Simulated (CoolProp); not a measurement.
A simple Rankine cycle with chlorine: condensing at 330.15 K, boiler at 6.25 MPa, turbine inlet 408.2 K, turbine efficiency 0.6, pump efficiency 0.7, no recuperator. Each further row changes one setting.

Model: reference Helmholtz-energy equation of state, Thol 2021, in CoolProp.

```csv
case,thermal efficiency (%),net work (kJ/kg),heat in (kJ/kg),turbine exit temperature (K),volume ratio over the turbine
as stated,7.7,15.8,205,330.2,3.69
turbine inlet 428.2 K,8.2,19.2,233,330.2,3.30
condensing temperature 322.15 K,8.6,…,214,322.2,4.40
boiler pressure 4.38 MPa,6.6,15.9,…,335.9,…
turbine efficiency 0.5,6.0,…,205,330.2,3.76
```

Task: Some entries are withheld; supply them.

Result: 
- condensing temperature 322.15 K, net work (kJ/kg): 18.3
- boiler pressure 4.38 MPa, heat in (kJ/kg): 240
- boiler pressure 4.38 MPa, volume ratio over the turbine: 2.34
- turbine efficiency 0.5, net work (kJ/kg): 12.3

The expansion ends wet for: as stated; turbine inlet 428.2 K; condensing temperature 322.15 K; turbine efficiency 0.5.
